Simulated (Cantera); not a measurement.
Standard-state values (1 bar) from the NASA 1993 polynomials, evaluated with Cantera. Values are per mole of reaction as written; species without (g) are pure solids or liquids, kept so even where they would boil at 1 bar.

H2O2(g) + 2 LiCl ⇌ 2 Li + 2 HCl(g) + O2(g), with ΔH° = 768.2 kJ and ΔS° = 284.0 J/K at 300 K.

Q: How far is the shortcut ΔG° ≈ ΔH°(300 K) − T·ΔS°(300 K) from the full temperature-dependent value at 523, 673, 823, 973, 1123, 1273, 1423 K?

A: 
```
T (K)  shortcut (kJ)  full (kJ)  difference (kJ)  difference in log10 K  condensed phases
-----  -------------  ---------  ---------------  ---------------------  ----------------
523            619.6      619.0              0.7                  -0.07    LiCl(s), Li(l)
673            577.0      575.0              2.1                  -0.16    LiCl(s), Li(l)
823            534.4      531.6              2.8                  -0.18    LiCl(s), Li(l)
973            491.8      493.0             -1.2                   0.06    LiCl(l), Li(l)
1123           449.2      457.9             -8.7                   0.41    LiCl(l), Li(l)
1273           406.6      423.5            -16.9                   0.69    LiCl(l), Li(l)
1423           364.0      389.6            -25.6                   0.94    LiCl(l), Li(l)
```
The shortcut ignores heat capacities and the phase changes listed.
